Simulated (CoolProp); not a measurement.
Vapour-liquid equilibrium of propane (1) + n-perfluorobutane (2) at 8.36 bar; x and y are mole fractions of (1).

Model: multi-fluid Helmholtz-energy mixture model, Lemmon 2009 and Gao 2022; pair parameters Bell 2016, in CoolProp.

| x | bubble temperature, mixture model (°C) | bubble temperature, Raoult's law (°C) | y, mixture model | y, Raoult's law |
|---|---|---|---|---|
| 0.05 | 57.9 | 62.4 | 0.184 | 0.133 |
| 0.15 | 44.4 | 55.6 | 0.448 | 0.346 |
| 0.25 | 35.4 | 49.6 | 0.596 | 0.507 |
| 0.35 | 29.9 | 44.2 | 0.678 | 0.631 |
| 0.45 | 26.5 | 39.4 | 0.730 | 0.727 |
| 0.55 | 24.2 | 35.1 | 0.767 | 0.803 |
| 0.65 | 22.6 | 31.2 | 0.800 | 0.864 |
| 0.75 | 21.3 | 27.6 | 0.836 | 0.913 |
| 0.85 | 20.3 | 24.4 | 0.882 | 0.953 |
| 0.95 | 19.8 | 21.4 | 0.950 | 0.986 |

The largest gap from Raoult's law is -14.3 K in bubble temperature, at x = 0.35. No azeotrope shows between x = 0.05 and 0.95.

The pair parameters rest on a limited set of measurements; away from them the model extrapolates. With so large a gap from Raoult's law the liquid may split in two, which this calculation doesn't test in full.
